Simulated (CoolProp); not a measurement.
R236FA at several states: Z from the reference equation and from simpler models built on Tc = 124.9 °C, pc = 3.191 MPa, ω = 0.377; each cubic takes its own stable root.

The numbers come from the reference Helmholtz-energy equation of state, Pan 2012 in CoolProp.

```json
[
 {"T (°C)": "61.55", "p (MPa)": "4.29", "phase": "liquid", "reference": "0.1871", "van der Waals": "[?]", "Redlich-Kwong": "0.2205", "Peng-Robinson": "[?]"},
 {"T (°C)": "-71.55", "p (MPa)": "4.12", "phase": "liquid", "reference": "0.2258", "van der Waals": "0.3834", "Redlich-Kwong": "0.2608", "Peng-Robinson": "0.2249"},
 {"T (°C)": "67.65", "p (MPa)": "1.18", "phase": "liquid", "reference": "[?]", "van der Waals": "0.8082", "Redlich-Kwong": "0.7593", "Peng-Robinson": "0.05332"},
 {"T (°C)": "27.75", "p (MPa)": "6.74", "phase": "liquid", "reference": "0.2966", "van der Waals": "[?]", "Redlich-Kwong": "0.3405", "Peng-Robinson": "0.2879"},
 {"T (°C)": "82.45", "p (MPa)": "0.446", "phase": "gas", "reference": "[?]", "van der Waals": "0.9428", "Redlich-Kwong": "0.9309", "Peng-Robinson": "0.9198"}
]
```

Question: What belongs in the gaps?

Answer: 
- 61.55, van der Waals: 0.3019
- 61.55, Peng-Robinson: 0.1846
- 67.65, reference: 0.05286
- 27.75, van der Waals: 0.4763
- 82.45, reference: 0.9218

At some of these states van der Waals, Redlich-Kwong gives the other phase, because its saturation line lies elsewhere.
